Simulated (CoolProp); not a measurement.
Vapour-liquid equilibrium of R1234yf (1) + R152A (2) at 325.9 K; x and y are mole fractions of (1).

Computed with CoolProp (multi-fluid Helmholtz-energy mixture model, Lemmon 2022 and Outcalt 1996; pair parameters Bell 2023).

```csv
x,bubble pressure (MPa),y at the bubble point,dew pressure at overall composition x (MPa),liquid density (mol/L)
0.05,1.286,0.063,1.281,12.16
0.2,1.346,0.229,1.336,11.38
0.35,1.384,0.375,1.378,10.69
0.5,1.405,0.513,1.404,10.09
0.65,1.413,0.651,1.413,9.566
0.8,1.409,0.795,1.409,9.104
0.95,1.396,0.947,1.396,8.694
```

y crosses x between x = 0.65 and 0.8: the model has an azeotrope there.

The pair parameters rest on a limited set of measurements; away from them the model extrapolates.
